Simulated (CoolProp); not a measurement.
Vapour-liquid equilibrium of CHF3 (R23) (1) + R227EA (2) at 0.2 bar; x and y are mole fractions of (1).

Computed with CoolProp (multi-fluid Helmholtz-energy mixture model, Penoncello 2003 and Lemmon 2016; pair parameters Bell 2016).

Q: Give the bubble temperature and the first vapour's composition at x = 0.05, 0.2, 0.575. Is there an azeotrope?

A: x = 0.05: -65.3 °C, y = 0.685; x = 0.2: -87.4 °C, y = 0.957; x = 0.575: -100.9 °C, y = 0.993. No azeotrope shows between x = 0.05 and 0.95.

Pair parameters are fitted to limited data, so mixtures are less certain than the pure fluids.
